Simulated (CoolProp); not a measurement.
R1224YDZ along the isotherm 99.55 °C: fugacity coefficient from the reference equation and from simpler models built on Tc = 155.5 °C, pc = 3.334 MPa, ω = 0.325; each cubic takes its own stable root.

Values from CoolProp's reference Helmholtz-energy equation of state, Akasaka 2023.

```
p (MPa)   phase  reference
-------  ------  ---------
0.185       gas     0.9689
0.37        gas     0.9379
0.556       gas     0.9067
0.741       gas     0.8756
0.926       gas     0.8443
1.11        gas     0.8127
1.3      liquid     0.7162
1.48     liquid     0.6339
1.67     liquid     0.5664
```

Question: How far does each simpler model (Redlich-Kwong, Peng-Robinson) lie from the reference over these 9 states: mean and median of the absolute difference, and the worst?

Answer: 
- Redlich-Kwong: mean 6.9 %, median 2.0 %, worst +20.9 % at 99.55 °C and 1.67 MPa
- Peng-Robinson: mean 0.3 %, median 0.3 %, worst -0.4 % at 99.55 °C and 0.926 MPa

At some of these states Redlich-Kwong gives the other phase, because its saturation line lies elsewhere.
